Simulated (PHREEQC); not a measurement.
Synthetic water in mg/kgw, 20 °C, pH 6.94, pe 9: Na 188; K 25.9; Ca 12; Mg 13.2; Cl 11.9; S(6) as SO4 436; Alkalinity as HCO3 71.4; Zn 2.27; Sr 0.521; B 0.135.

Valence states are taken as typed.

The numbers come from PHREEQC with the ion-association model, phreeqc.dat.

This is a speciation only: nothing precipitates in the calculation.

Q: Predict the ionic strength, specific conductance.

A: ionic strength 0.0149 mol/kgw; specific conductance 998 µS/cm.

Q: In which forms is Na present?

A: Na+ 99 %, NaSO4- 1.3 % of the Na.
